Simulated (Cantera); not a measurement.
A closed system holds: 1 mol C2F6, 0.085 mol HCl, 0.25 mol H2, held at 2723 K and 0.00120 bar.

Cantera equilibrium calculation (NASA polynomials, part measured and part estimated; ideal gas, pure solids and liquids). The feed counts by its element totals alone. Kinetics and transport are ignored.

| species | before | after |
|---|---|---|
| F | 0.806 | 0.746 |
| HF | 0.0954 | 0.0608 |
| C3 | 0.00992 | 0.0552 |
| C | 0.00231 | 0.0444 |
| CF2 | 0.0211 | 0.00108 |
| H | 0.00135 | 0.0223 |
| C2 | 0.000954 | 0.0134 |
| Cl | 0.0140 | 0.0121 |
| CF | 0.0492 | 0.0447 |
| CF3 | 1.35e-5 | 9.08e-8 |
| H2 | 5.69e-7 | 1.34e-5 |
| C2H | 3.82e-6 | 6.53e-5 |
| C4 | 1.41e-5 | 0.000104 |
| C5 | 7.21e-5 | 0.000244 |
| HCl | 8.54e-6 | 1.07e-5 |
| C(graphite), mol | 1.37 | 0 |
Gas species are given as mole fractions.

**Question.** Which change was made?
(A) pressure from 0.00120 bar to 0.00330 bar
(B) HCl from 0.085 to 3 mol
(C) H2 from 0.25 to 0.13 mol
(D) temperature from 2723 K to 3098 K

**Answer.** D, temperature from 2723 K to 3098 K
